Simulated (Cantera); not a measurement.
**Ignition delay**

Mixture: CH₄ : O₂ : N₂ : H₂O = 1 : 1.43 : 5.37 : 0.18 (molar parts), equivalence ratio 1.4, at 1.01 bar, adiabatic and at constant volume. Ignition delay is the time to a rise of 400 K.

Computed with Cantera and GRI-Mech 3.0 (53 species, 325 reactions).

```csv
T0 (K),delay (ms)
1175,78.3
1250,27.2
1325,10.1
1400,4.04
1475,1.73
1550,0.797
```

```yaml
apparent activation energy between 1400 and 1550 K: 200 kJ/mol
```
